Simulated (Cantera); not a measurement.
Feed: 1 mol B2H6, 40 mol N2, held at 2198 K and 0.0133 bar.

Method: chemical equilibrium by Gibbs-energy minimisation in Cantera with the NASA 1993 tables (ideal gas, pure condensed phases). Candidate condensed phases: B, BN; 15 gas species. The feed counts by its element totals alone. The tables' values for BH2 are old estimates; treat these amounts as uncertain. Kinetics and transport are ignored.

Question: What is the equilibrium state?

Answer: 
* **x(N2)**: 0.923
* **x(H2)**: 0.0648
* **x(H)**: 0.0123
* **x(B)**: 7.48e-5
* **x(BH2)**: 3.19e-5
* **x(BN)**: 5.67e-6
* **x(BH)**: 2.60e-6
* **n(BN(s))**: 2.00 mol
* **gas amount**: 42.27 mol
* **log10 activity of B(s) (absent)**: -0.43
